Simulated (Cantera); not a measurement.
Cantera run:

```python
import numpy as np
import cantera as ct

gas_names = """
    C CO CO2 C2 C2O C3 C3O2 C4 C5 O O2 O3 Pb PbO Pb2
""".split()
cond_names = """
    C(gr) Pb(cr) Pb(L) PbO(rd) PbO(yw) PbO(L) PbO2(s) Pb3O4(s)
""".split()


# ... load() reads the species with a 1 bar reference pressure and builds the phases ...
atoms = {
    'Pb': {'Pb': 1},
    'CO': {'C': 1, 'O': 1},
}
top_T = {'C(gr)': 4500, 'Pb3O4(s)': 820}  # K; cautious upper limits of use, not melting points


# ... equilibrate(T, P, feed) seeds the gas with the atoms and calls Mixture.equilibrate('TP', solver="vcs", rtol=1e-11, max_steps=5000) ...
results = []
feed = {'Pb': 1, 'CO': 17}  # mol
T = 1498.15  # K
P = 5100  # Pa
mix = equilibrate(T, P, feed)
results.append((T, P, feed, dict(zip(mix.species_names, mix.species_moles))))
x = sorted(zip(gas.X, gas.species_names), reverse=True)
print(f"T = {T:g} K  P = {P:g} Pa  gas = {mix.phase_moles(0):.4g} mol")
print("   x: " + "  ".join(f"{s} {v:.3e}" for v, s in x if v > 0.001))
print("   condensed (mol): " + ("  ".join(f"{mix.phase(i).name} {mix.phase_moles(i):.4g}"
      for i in range(1, mix.n_phases) if mix.phase_moles(i) > 1e-12) or "none"))
```

Output:

```
T = 1498.15 K  P = 5100 Pa  gas = 18 mol
   x: CO 9.444e-01  Pb 5.555e-02
   condensed (mol): C(gr) 0.0005524
```

Cantera equilibrium calculation (NASA polynomials, part measured and part estimated; ideal gas, pure solids and liquids).
